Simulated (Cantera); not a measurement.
A closed system holds: 1 mol HgO, 0.086 mol H2, at 1473 K and 293 Torr.

Equilibrium computed with Cantera from the NASA thermochemical tables; the gas is ideal and each condensed phase is pure. Candidate condensed phases: H2O, Hg, HgO; 10 gas species. Equilibrium is a limit: real reactors are often held back by kinetics, nucleation or transport.

Base state: Hg 0.648, O2 0.296, H2O 0.0557, OH 6.34e-5 (mole fractions); condensed: gas only.

What changes in the equilibrium state with this change: temperature from 1473 K to 548.15 K?


| species | before | after |
|---|---|---|
| H2O | 0.0557 | 0.528 |
| Hg | 0.648 | 0.472 |
| O2 | 0.296 | 2.24e-6 |
| OH | 6.34e-5 | <1e-9 |
| Hg(l), mol | 0 | 0.00914 |
| HgO(s), mol | 0 | 0.914 |

What changes in the equilibrium state with this change: H2 from 0.086 to 0.29 mol?


```
species   before     after
-------  -------  --------
Hg         0.648     0.608
O2         0.296     0.216
H2O       0.0557     0.176
OH       6.34e-5  0.000104
```
